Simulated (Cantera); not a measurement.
An adiabatic, constant-pressure homogeneous reactor starts with CO : H₂ : CH₄ : O₂ : N₂ = 1 : 0.86 : 0.52 : 0.938 : 3.53 (molar parts), equivalence ratio 2.1, at 1425 K and 13.8 atm. Integrator tolerance rtol = 1e-08.

Computed with Cantera and GRI-Mech 3.0 (53 species, 325 reactions). The pressure lies above the range GRI-Mech 3.0 was tuned for (to about 10 atm).

| quantity | before | after |
|---|---|---|
| time of steepest temperature rise | 22.6 µs | 17.2 µs |
| temperature at 0.200 s | 2697 K | 2734 K |
| equilibrium temperature | 2697 K | 2734 K |
| x(CO) at 0.200 s | 0.181 (gas-phase equilibrium 0.181) | 0.181 (gas-phase equilibrium 0.181) |
| x(H₂) at 0.200 s | 0.114 (gas-phase equilibrium 0.114) | 0.113 (gas-phase equilibrium 0.113) |
| x(CH₄) at 0.200 s | 5.13e-10 (gas-phase equilibrium 5.74e-10) | 4.47e-10 (gas-phase equilibrium 5.00e-10) |
| x(O₂) at 0.200 s | 2.80e-5 (gas-phase equilibrium 2.80e-5) | 3.83e-5 (gas-phase equilibrium 3.83e-5) |
| x(HCN) at 0.200 s | 9.19e-7 (gas-phase equilibrium 9.19e-7) | 9.15e-7 (gas-phase equilibrium 9.15e-7) |

**Question.** What was changed between the two runs?
A. H2 0.86 to 1.2 parts
B. pressure from 13.8 atm to 1.09 atm
C. initial temperature 1425 to 1750 K
D. initial temperature 1425 to 1473 K

**Answer.** D, initial temperature 1425 to 1473 K
